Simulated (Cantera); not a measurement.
Gas mixture: 100 % CO, at 3750 Torr, frozen composition.

Cantera's kinetic-theory transport with the Lennard-Jones parameters of GRI-Mech 3.0, ideal gas; thermal conductivity in the multicomponent form.

D: mixture-averaged diffusion coefficient of that species in the mixture.

| T (K) | ρ (kg/m³) | cp (J/kg/K) | μ (µPa s) | λ (mW/m/K) | Pr | D (cm²/s) H₂ | D (cm²/s) NO | D (cm²/s) CH₃ |
|---|---|---|---|---|---|---|---|---|
| 400 | 4.21 | 1049 | 22.0 | 31.9 | 0.722 | 0.255 | 0.0681 | 0.0753 |
| 550 | 3.06 | 1074 | 27.4 | 41.0 | 0.719 | 0.435 | 0.117 | 0.131 |
| 700 | 2.41 | 1112 | (withheld) | (withheld) | 0.717 | (withheld) | (withheld) | (withheld) |
| 850 | 1.98 | 1152 | 36.7 | 59.0 | 0.716 | 0.897 | 0.244 | 0.273 |
| 1000 | 1.68 | 1184 | 40.8 | 67.5 | 0.716 | 1.17 | 0.320 | 0.359 |
| 1150 | 1.46 | 1211 | 44.7 | 75.7 | 0.715 | 1.48 | 0.404 | 0.454 |
| 1300 | 1.30 | 1234 | 48.4 | 83.5 | 0.715 | 1.81 | 0.495 | 0.556 |
| 1450 | 1.16 | 1252 | 51.9 | 91.0 | 0.714 | (withheld) | (withheld) | (withheld) |
| 1600 | 1.05 | 1267 | 55.4 | 98.2 | 0.714 | 2.56 | 0.699 | 0.786 |

Task: Some entries are withheld; supply them.

Result: 
- 700, μ (µPa s): 32.3
- 700, λ (mW/m/K): 50.0
- 700, D (cm²/s) H₂: 0.650
- 700, D (cm²/s) NO: 0.176
- 700, D (cm²/s) CH₃: 0.197
- 1450, D (cm²/s) H₂: 2.17
- 1450, D (cm²/s) NO: 0.594
- 1450, D (cm²/s) CH₃: 0.667
